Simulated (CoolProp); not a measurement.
Vapour-liquid equilibrium of R22 (1) + R11 (2) at -5.15 °C; x and y are mole fractions of (1).

The numbers come from the multi-fluid Helmholtz-energy mixture model, Kamei 1995 and Jacobsen 1992; pair parameters Bell 2016 in CoolProp.

| x | bubble pressure, mixture model (kPa) | bubble pressure, Raoult's law (kPa) | y, mixture model | y, Raoult's law |
|---|---|---|---|---|
| 0.05 | 64.03 | 51.44 | 0.517 | 0.408 |
| 0.125 | (withheld) | 80.51 | (withheld) | 0.652 |
| 0.2 | (withheld) | 109.6 | (withheld) | 0.766 |
| 0.275 | 174.2 | 138.7 | 0.851 | 0.832 |
| 0.35 | (withheld) | 167.7 | (withheld) | 0.876 |
| 0.425 | 228.7 | 196.8 | 0.902 | 0.906 |
| 0.5 | 253.1 | 225.9 | 0.919 | 0.929 |
| 0.575 | 276.7 | 254.9 | 0.933 | 0.947 |
| 0.65 | 300.0 | 284.0 | 0.946 | 0.960 |
| 0.725 | 323.5 | 313.1 | 0.958 | 0.972 |
| 0.8 | (withheld) | 342.1 | 0.969 | 0.981 |
| 0.875 | 373.3 | 371.2 | 0.980 | 0.989 |
| 0.95 | 400.4 | 400.3 | 0.992 | 0.996 |

Problem. Fill in the missing entries.

Solution. 
- 0.125, bubble pressure, mixture model (kPa): 106.1
- 0.125, y, mixture model: 0.724
- 0.2, bubble pressure, mixture model (kPa): 142.4
- 0.2, y, mixture model: 0.806
- 0.35, bubble pressure, mixture model (kPa): 202.6
- 0.35, y, mixture model: 0.881
- 0.8, bubble pressure, mixture model (kPa): 347.8

The largest gap from Raoult's law is +31.8 % in bubble pressure, at x = 0.125. No azeotrope shows between x = 0.05 and 0.95.

The pair parameters rest on a limited set of measurements; away from them the model extrapolates.
